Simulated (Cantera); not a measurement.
A perfectly stirred reactor is fed with 16.8 % CO, 20.2 % H₂, 13.2 % O₂, 49.7 % N₂, equivalence ratio 1.4, at 1.01 bar; it is adiabatic with a 300 K inlet, and is followed from long to short residence time, starting on the burning branch (τ in s: 0.021, 0.013, 0.0079, 0.0049, 0.003, 0.0019, 0.0012, 0.00072, 0.00045, 0.00028, 0.00017, 0.00011, 6.6e-05).

Computed with Cantera and GRI-Mech 3.0 (53 species, 325 reactions).

x: mole fraction; the columns are a selection and need not sum to one.

```csv
τ (s),T (K),x CO,x H₂,x O₂,x H₂O,x N₂O,x NO,x O
0.021,2276,0.0921,0.0322,0.00123,0.195,2.72e-8,0.000370,0.000449
0.013,2258,0.0925,0.0325,0.00168,0.193,2.85e-8,0.000322,0.000629
0.0079,2233,0.0930,0.0331,0.00233,0.191,3.00e-8,0.000267,0.000896
0.0049,2203,0.0935,0.0337,0.00316,0.189,3.17e-8,0.000214,0.00125
0.0030,2165,0.0942,0.0346,0.00424,0.185,3.34e-8,0.000167,0.00175
0.0019,2122,0.0950,0.0356,___,0.182,3.50e-8,___,___
0.0012,2071,0.0956,0.0367,0.00689,0.178,3.65e-8,0.000107,0.00309
0.00072,2005,0.0963,0.0380,0.00870,0.173,3.79e-8,8.74e-5,0.00410
0.00045,1936,0.0968,0.0392,0.0105,0.168,3.88e-8,7.47e-5,0.00516
0.00028,1859,0.0972,0.0403,0.0126,0.162,3.92e-8,6.40e-5,0.00632
0.00017,1770,0.0979,0.0412,0.0150,0.156,3.93e-8,5.29e-5,0.00757
0.00011,1686,0.0994,0.0417,0.0177,0.152,3.93e-8,4.25e-5,0.00858
6.6e-5,1578,0.104,0.0423,___,0.147,3.94e-8,___,___
```

Task: What belongs in the gaps?

Result: 
- 0.0019, x O₂: 0.00546
- 0.0019, x NO: 0.000132
- 0.0019, x O: 0.00235
- 6.6e-5, x O₂: 0.0223
- 6.6e-5, x NO: 2.97e-5
- 6.6e-5, x O: 0.00946
